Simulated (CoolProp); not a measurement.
Vapour-liquid equilibrium of R113 (1) + n-heptane (2) at 0.332 MPa; x and y are mole fractions of (1).

Computed with CoolProp (multi-fluid Helmholtz-energy mixture model, Marx 1992 and Span 2003; pair parameters Bell 2016).

```
x      bubble temperature (°C)  y at the bubble point  dew temperature at overall composition x (°C)  liquid density (mol/L)
-----  -----------------------  ---------------------  ---------------------------------------------  ----------------------
0.05                       [?]                  0.150                                            [?]                   5.761
0.125                    131.5                  0.331                                          140.0                   5.909
0.2                      124.8                    [?]                                          137.1                   6.050
0.275                    119.1                  0.577                                          133.9                   6.186
0.35                     114.2                  0.660                                          130.6                   6.318
0.425                    109.9                  0.725                                          127.1                   6.447
0.5                      106.1                  0.779                                          123.3                   6.574
0.575                    102.8                  0.823                                            [?]                   6.701
0.65                      99.9                  0.862                                          114.8                   6.829
0.725                      [?]                  0.895                                          109.9                   6.960
0.8                       94.7                    [?]                                          104.6                     [?]
0.875                     92.4                  0.954                                           98.8                   7.232
0.95                      90.2                  0.982                                           92.7                   7.376
```

Q: Fill in the missing entries.

A: 
- 0.05, bubble temperature (°C): 139.1
- 0.05, dew temperature at overall composition x (°C): 142.9
- 0.2, y at the bubble point: 0.470
- 0.575, dew temperature at overall composition x (°C): 119.2
- 0.725, bubble temperature (°C): 97.2
- 0.8, y at the bubble point: 0.926
- 0.8, liquid density (mol/L): 7.093

No azeotrope shows between x = 0.05 and 0.95.

The pair parameters rest on a limited set of measurements; away from them the model extrapolates.
